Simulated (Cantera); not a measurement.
Counterflow diffusion flame

A counterflow diffusion flame at 0.987 atm, nozzles 20 mm apart: fuel side 94.8 % CO, 5.21 % H₂ at 425 K, oxidiser side 26.0 % O₂, 74.0 % N₂ at 550 K, fuel mass flux 1.2 times the oxidiser's; mixture-averaged transport, no radiation.

Detailed kinetics in Cantera: GRI-Mech 3.0 (53 species, 325 reactions). The maximum strain rate includes the flame's own expansion and is several times the mean.

```json
[
 {"oxidiser flux (kg/m²/s)": "0.6", "max strain (1/s)": "342", "mean strain (1/s)": "95.0", "T max (K)": "2196", "peak x OH": "0.00675", "peak x H": "0.00822", "peak x NO": "0.000258", "peak x CO": "0.950"},
 {"oxidiser flux (kg/m²/s)": "0.83", "max strain (1/s)": "462", "mean strain (1/s)": "131", "T max (K)": "2141", "peak x OH": "0.00664", "peak x H": "0.00932", "peak x NO": "0.000175", "peak x CO": "0.951"},
 {"oxidiser flux (kg/m²/s)": "1.1", "max strain (1/s)": "601", "mean strain (1/s)": "174", "T max (K)": "2092", "peak x OH": "0.00651", "peak x H": "0.0103", "peak x NO": "0.000130", "peak x CO": "0.950"},
 {"oxidiser flux (kg/m²/s)": "1.6", "max strain (1/s)": "856", "mean strain (1/s)": "253", "T max (K)": "2026", "peak x OH": "0.00621", "peak x H": "0.0117", "peak x NO": "9.30e-5", "peak x CO": "0.950"},
 {"oxidiser flux (kg/m²/s)": "2.2", "max strain (1/s)": "1160", "mean strain (1/s)": "348", "T max (K)": "1968", "peak x OH": "0.00596", "peak x H": "0.0130", "peak x NO": "7.33e-5", "peak x CO": "0.950"},
 {"oxidiser flux (kg/m²/s)": "3", "max strain (1/s)": "1550", "mean strain (1/s)": "475", "T max (K)": "1910", "peak x OH": "0.00564", "peak x H": "0.0142", "peak x NO": "5.92e-5", "peak x CO": "0.950"},
 {"oxidiser flux (kg/m²/s)": "4.2", "max strain (1/s)": "2130", "mean strain (1/s)": "665", "T max (K)": "1844", "peak x OH": "0.00516", "peak x H": "0.0154", "peak x NO": "4.77e-5", "peak x CO": "0.950"},
 {"oxidiser flux (kg/m²/s)": "5.8", "max strain (1/s)": "2890", "mean strain (1/s)": "918", "T max (K)": "1777", "peak x OH": "0.00471", "peak x H": "0.0163", "peak x NO": "3.81e-5", "peak x CO": "0.950"},
 {"oxidiser flux (kg/m²/s)": "8", "max strain (1/s)": "3910", "mean strain (1/s)": "1270", "T max (K)": "1705", "peak x OH": "0.00417", "peak x H": "0.0167", "peak x NO": "2.91e-5", "peak x CO": "0.950"},
 {"oxidiser flux (kg/m²/s)": "11", "max strain (1/s)": "5260", "mean strain (1/s)": "1740", "T max (K)": "1621", "peak x OH": "0.00356", "peak x H": "0.0163", "peak x NO": "2.00e-5", "peak x CO": "0.950"}
]
```
x: mole fraction; the columns are a selection and need not sum to one.
